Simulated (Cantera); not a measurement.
Input: 1 mol Si, a varied amount of HBr, equilibrated at 850 K and 0.0100 bar.

These are equilibrium values from Cantera (NASA tables, ideal gas, pure condensed phases), not measurements of a reactor. Candidate condensed phases: Br2, Si; 19 gas species. The numbers say what is thermodynamically allowed, not how fast it happens.

### Question
Which condensed phases are stable at each of these points (n(HBr) (mol)): 3, 5.9, 8.8, 12, 15, 17, 20?

### Answer
```csv
n(HBr) (mol),condensed phases,Si condensed (%)
3,Si(s),25.5
5.9,gas only,0.0
8.8,gas only,0.0
12,gas only,0.0
15,gas only,0.0
17,gas only,0.0
20,gas only,0.0
```

At 3 mol HBr the condensed part is Si(s). From 5.9 mol HBr to 20 mol HBr nothing is condensed.
